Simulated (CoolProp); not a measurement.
A simple Rankine cycle with R11: condensing at 328.15 K, boiler at 0.786 MPa, turbine inlet 375.9 K, turbine efficiency 0.65, pump efficiency 0.8, no recuperator. Each further row changes one setting.

Computed with CoolProp (reference Helmholtz-energy equation of state, Jacobsen 1992).

```
case                             thermal efficiency (%)  net work (kJ/kg)  heat in (kJ/kg)  turbine exit temperature (K)  volume ratio over the turbine
-------------------------------  ----------------------  ----------------  ---------------  ----------------------------  -----------------------------
as stated                                           6.7        (withheld)              192                    (withheld)                     (withheld)
turbine inlet 395.9 K                               6.7              13.8              206                    (withheld)                     (withheld)
condensing temperature 320.15 K              (withheld)              15.5              199                         338.0                           3.63
boiler pressure 0.55 MPa                            4.6              8.99       (withheld)                         355.9                           2.00
turbine efficiency 0.55                             5.6              10.7              192                         347.1                     (withheld)
```

**Question.** What belongs in the gaps?

**Answer.** 
- as stated, net work (kJ/kg): 12.8
- as stated, turbine exit temperature (K): 343.9
- as stated, volume ratio over the turbine: 2.89
- turbine inlet 395.9 K, turbine exit temperature (K): 364.4
- turbine inlet 395.9 K, volume ratio over the turbine: 2.86
- condensing temperature 320.15 K, thermal efficiency (%): 7.8
- boiler pressure 0.55 MPa, heat in (kJ/kg): 196
- turbine efficiency 0.55, volume ratio over the turbine: 2.93
